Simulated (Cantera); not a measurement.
Input (Python, Cantera) and output of one run.

```python
import numpy as np
import cantera as ct

gas_names = """
    F FO FO2 F2 F2O H HF HOF HO2 H2 H2F2 H2O H2O2 H3F3 H4F4 H5F5 H6F6 H7F7 Mg MgF MgF2 MgH MgO MgOH
    MgO2H2 Mg2 Mg2F4 O OH O2 O3
""".split()
cond_names = """
    H2O(s) H2O(L) Mg(cr) Mg(L) MgF2(s) MgF2(L) MgO(s) MgO(L) MgO2H2(s)
""".split()


def load(file, names, dense=False):
    # The tables refer to 1 bar. Condensed volumes are neglected.
    table = {s.name: s for s in ct.Species.list_from_file(file)}
    out = []
    for n in names:
        d = dict(table[n].input_data)
        d["thermo"] = dict(d["thermo"], **{"reference-pressure": 1e5})
        if dense:
            d["equation-of-state"] = {"model": "constant-volume", "density": "1e6 g/cm^3"}
        out.append(ct.Species.from_dict(d))
    return out


gas = ct.Solution(thermo="ideal-gas", species=load("nasa_gas.yaml", gas_names))
cond = {s.name: ct.Solution(thermo="fixed-stoichiometry", species=[s], name=s.name)
        for s in load("nasa_condensed.yaml", cond_names, dense=True)}
atoms = {
    'MgF2': {'Mg': 1, 'F': 2},
    'H2O': {'H': 2, 'O': 1},
    'H2': {'H': 2},
}
top_T = {}  # K; cautious upper limits of use, not melting points


def equilibrate(T, P, feed):
    n = {}
    for name, mol in feed.items():
        for a, k in atoms[name].items():
            n[a] = n.get(a, 0.0) + k * mol
    gas.TPX = T, P, n
    mass = sum(n.values()) * gas.mean_molecular_weight
    gas.equilibrate("TP")
    valid = [c for c in cond.values() if c.min_temp <= T <= top_T.get(c.name, c.max_temp)]
    mix = ct.Mixture([(gas, mass / gas.mean_molecular_weight)] + [(c, 0.0) for c in valid])
    mix.T, mix.P = T, P
    mix.equilibrate("TP", solver="vcs", rtol=1e-11, max_steps=5000)
    return mix


results = []
feed = {'MgF2': 1, 'H2O': 0.17, 'H2': 4.9}  # mol
P = 22  # Pa
for T in [1223, 1273, 1323, 1373, 1423, 1473, 1523, 1573, 1623, 1673]:
    mix = equilibrate(T, P, feed)
    results.append((T, P, feed, dict(zip(mix.species_names, mix.species_moles))))

top = {s: max(r[3][s] / sum(r[3][g] for g in gas_names) for r in results) for s in gas_names}
cols = sorted((s for s in top if top[s] > 0.001), key=lambda s: -top[s])[:7]
seen = [c for c in cond_names if any(r[3].get(c, 0) > 1e-12 for r in results)]
print("log10 of partial pressures in bar; condensed amounts in mol")
print(f"{'T/K':>10s}" + "".join(f"{s[:9]:>10s}" for s in cols + seen))
for T, P, feed, n in results:
    ng = sum(n[g] for g in gas_names)
    print(f"{T:10.4g}" + "".join(f"{np.log10(max(n[s] / ng * P / 1e5, 1e-99)):10.3f}" for s in cols)
          + "".join(f"{n.get(c, 0):10.4g}" for c in seen))
```

Result:

```
log10 of partial pressures in bar; condensed amounts in mol
       T/K        H2        HF      MgF2        Mg       MgF         H       H2O   MgF2(s)    MgO(s)
      1223    -3.687    -4.853    -7.211    -9.635    -9.783    -8.365    -6.890    0.8316    0.1669
      1273    -3.687    -4.849    -6.578    -8.466    -8.796    -7.990    -7.239     0.825    0.1686
      1323    -3.689    -4.846    -5.996    -7.388    -7.886    -7.644    -7.563    0.8052    0.1693
      1373    -3.696    -4.830    -5.457    -6.424    -7.061    -7.326    -7.834    0.7343    0.1696
      1423    -3.725    -4.749    -4.958    -5.682    -6.372    -7.040    -7.955    0.4832    0.1697
      1473    -3.778    -4.623    -4.643    -5.270    -5.945    -6.787    -7.816         0    0.1696
      1523    -3.790    -4.546    -4.701    -5.118    -5.839    -6.531    -7.416         0    0.1689
      1573    -3.803    -4.475    -4.776    -4.995    -5.758    -6.293    -7.026         0    0.1673
      1623    -3.818    -4.413    -4.866    -4.894    -5.701    -6.070    -6.648         0    0.1634
      1673    -3.834    -4.362    -4.975    -4.810    -5.665    -5.861    -6.284         0    0.1544
```

These are equilibrium values from Cantera (NASA tables, ideal gas, pure condensed phases), not measurements of a reactor. Mutual solubility and eutectic melting of coexisting phases are not modelled. The tables' values for MgH are old estimates; treat these amounts as uncertain.
